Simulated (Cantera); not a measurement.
# Equilibrium for carbothermic reduction: MgO + C + H2

Input: 1 mol MgO, 0.32 mol C, 2.1 mol H2, held at 0.0290 bar.

Equilibrium computed with Cantera from the NASA thermochemical tables; the gas is ideal and each condensed phase is pure. Candidate condensed phases: C, C6H6, C7H8, C8H18, H2O, Mg, MgCO3, MgO, Mg(OH)2; 116 gas species. The tables' values for MgH are old estimates; treat these amounts as uncertain. Rates play no part.

From 1477 °C to 1777 °C the condensed part is MgO(s). The main Mg-bearing gas is Mg throughout.

```json
[
 {"T (°C)": "1477", "log p H2": "-1.65", "log p Mg": "-2.47", "log p CO": "-2.47", "log p H": "-4.46", "log p H2O": "-5.78", "n MgO(s)": "0.680"},
 {"T (°C)": "1527", "log p H2": "-1.65", "log p Mg": "-2.47", "log p CO": "-2.47", "log p H": "-4.27", "log p H2O": "-5.39", "n MgO(s)": "0.680"},
 {"T (°C)": "1577", "log p H2": "-1.65", "log p Mg": "-2.47", "log p CO": "-2.47", "log p H": "-4.10", "log p H2O": "-5.01", "n MgO(s)": "0.679"},
 {"T (°C)": "1627", "log p H2": "-1.66", "log p Mg": "-2.47", "log p CO": "-2.47", "log p H": "-3.93", "log p H2O": "-4.66", "n MgO(s)": "0.678"},
 {"T (°C)": "1677", "log p H2": "-1.66", "log p Mg": "-2.47", "log p CO": "-2.47", "log p H": "-3.77", "log p H2O": "-4.33", "n MgO(s)": "0.675"},
 {"T (°C)": "1727", "log p H2": "-1.66", "log p Mg": "-2.46", "log p CO": "-2.47", "log p H": "-3.62", "log p H2O": "-4.02", "n MgO(s)": "0.670"},
 {"T (°C)": "1777", "log p H2": "-1.67", "log p Mg": "-2.45", "log p CO": "-2.48", "log p H": "-3.48", "log p H2O": "-3.73", "n MgO(s)": "0.661"}
]
```
log p: log10 of the partial pressure in bar; n: condensed amount in mol.
